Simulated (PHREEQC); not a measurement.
Consider water at 90 °C with 3.6 mmol/kgw Pb(NO3)2 and 3.7 mmol/kgw KBr. Closed to the air; pH follows from the charge balance.

Computed with PHREEQC (ion-association model, phreeqc.dat).

Precipitation was switched off in this run.

Question: Order these Pb species by the share of Pb that they hold, largest first: PbNO3+, PbOH+, Pb+2, PbBr+.

Answer: Pb+2 (76 %), PbBr+ (19 %), PbNO3+ (4.7 %), PbOH+ (0.17 %)

The pH is 5.22 and the ionic strength 0.0128 mol/kgw. Examples of supersaturated solids here: Pb(OH)2. Others may be too. Complexes and solids missing from the database can't appear. Constants without temperature data keep their 25 °C values here.
